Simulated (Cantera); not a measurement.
A diamond (100) surface in a fixed gas of H2 with x(CH4) = 0.0025, x(H) = 0.032, x(CH3) = 0.00029, at 900 K; coverages are run to steady state.

Detailed kinetics in Cantera: the Harris–Goodwin 1993 mechanism for the reconstructed diamond (100) surface.

θ: site fractions in the mechanism's names (c6HH fully hydrogenated, c6H* and c6*H radical sites, c6** diradical, c6HM methylated).

```csv
P (Pa),growth (µm/h),θ c6HH,θ c6H*,θ c6*H,θ c6**,θ c6HM
640,___,0.685,0.0104,0.290,0.00436,0.00758
1100,___,0.685,0.0104,0.290,0.00436,0.00759
2000,___,0.685,0.0105,0.290,0.00437,0.00760
3400,___,0.685,0.0106,0.290,0.00438,0.00760
6000,___,0.685,0.0107,0.290,0.00439,0.00760
10000,___,0.685,0.0110,0.290,0.00441,0.00761
18000,___,0.685,0.0114,0.289,0.00446,0.00762
32000,___,0.685,0.0122,0.288,0.00454,0.00765
```

Task: Complete the blanks.

Result: 
- 640, growth (µm/h): 0.577
- 1100, growth (µm/h): 0.993
- 2000, growth (µm/h): 1.81
- 3400, growth (µm/h): 3.07
- 6000, growth (µm/h): 5.43
- 10000, growth (µm/h): 9.06
- 18000, growth (µm/h): 16.3
- 32000, growth (µm/h): 29.2
